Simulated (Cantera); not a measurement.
A Cantera script and its output.

```python
import numpy as np
import cantera as ct

gas = ct.Solution("gri30.yaml")


def delay(T, t_max=10):
    gas.TPX = T, 100000, {'H2': 1, 'O2': 0.893, 'N2': 3.66}
    reactor = ct.IdealGasConstPressureReactor(gas, clone=False)
    net = ct.ReactorNet([reactor])
    net.rtol, net.atol = 1e-8, 1e-16
    while net.time < t_max:
        t_old, T_old = net.time, reactor.T
        net.step()
        if reactor.T > T + 400:  # ignition: a rise of 400 K
            return t_old + (T + 400 - T_old) / (reactor.T - T_old) * (net.time - t_old)
    return np.nan


taus = []
for T in [1025, 1125, 1225, 1325, 1425, 1525, 1625]:
    taus.append(delay(T))
    print(f"T0 = {T:6g} K   tau = {taus[-1]:.4e} s")
```

Output:

```
T0 =   1025 K   tau = 2.0898e-04 s
T0 =   1125 K   tau = 8.2336e-05 s
T0 =   1225 K   tau = 4.8216e-05 s
T0 =   1325 K   tau = 3.4148e-05 s
T0 =   1425 K   tau = 2.7833e-05 s
T0 =   1525 K   tau = 2.5383e-05 s
T0 =   1625 K   tau = 2.5213e-05 s
```

Detailed kinetics in Cantera: GRI-Mech 3.0 (53 species, 325 reactions). Where the delays flatten at high temperature, the 400 K rule measures the pace of heat release, not the induction time.
